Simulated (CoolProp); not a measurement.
Hydrogen sulfide along the isobar 18.6 bar: density (kg/m³) from the reference equation and from simpler models built on Tc = 373.1 K, pc = 89.99 bar, ω = 0.101; each cubic takes its own stable root.

Computed with CoolProp (reference Helmholtz-energy equation of state, Lemmon 2006). It is a short technical equation, of lower accuracy than the large ones.

| T (K) | phase | reference | ideal gas | van der Waals | Redlich-Kwong | Soave-Redlich-Kwong | Peng-Robinson |
|---|---|---|---|---|---|---|---|
| 336.1 | gas | 25.34 | 22.68 | 24.79 | ? | 25.32 | 25.56 |
| 376.9 | gas | 21.76 | 20.23 | ? | ? | ? | 21.97 |
| 417.7 | gas | 19.20 | 18.25 | 19.18 | 19.25 | 19.23 | 19.37 |
| 458.5 | gas | ? | 16.63 | ? | 17.30 | 17.26 | 17.37 |
| 499.3 | gas | 15.68 | 15.27 | 15.74 | 15.73 | 15.69 | 15.78 |
| 540.1 | gas | 14.40 | 14.12 | 14.46 | 14.44 | 14.40 | 14.47 |
| 580.9 | gas | 13.32 | 13.12 | 13.39 | 13.36 | 13.31 | 13.38 |
| 621.7 | gas | 12.40 | 12.26 | 12.46 | 12.43 | 12.39 | 12.44 |
| 662.5 | gas | 11.60 | 11.51 | 11.66 | 11.63 | 11.59 | 11.64 |

Complete the blanks.


- 336.1, Redlich-Kwong: 25.27
- 376.9, van der Waals: 21.59
- 376.9, Redlich-Kwong: 21.79
- 376.9, Soave-Redlich-Kwong: 21.78
- 458.5, reference: 17.24
- 458.5, van der Waals: 17.28
